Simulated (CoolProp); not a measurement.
Vapour-liquid equilibrium of m-xylene (1) + n-decane (2) at 501.2 K; x and y are mole fractions of (1).

Computed with CoolProp (multi-fluid Helmholtz-energy mixture model, Zhou 2012 and Lemmon 2006; pair parameters Bell 2016).

```csv
x,bubble pressure (MPa),y at the bubble point,dew pressure at overall composition x (MPa),liquid density (mol/L)
0.05,0.3534,0.090,0.3454,3.941
0.15,0.3883,0.246,0.3663,4.102
0.25,0.4226,0.378,0.3894,4.276
0.35,0.4567,0.492,0.4150,4.464
0.45,0.4907,0.594,0.4436,4.668
0.55,0.5250,0.684,0.4756,4.890
0.65,0.5598,0.766,0.5116,5.131
0.75,0.5950,0.841,0.5525,5.395
0.85,0.6309,0.909,0.5996,5.684
0.95,0.6674,0.971,0.6546,6.001
```

No azeotrope shows between x = 0.05 and 0.95.

Pair parameters are fitted to limited data, so mixtures are less certain than the pure fluids.
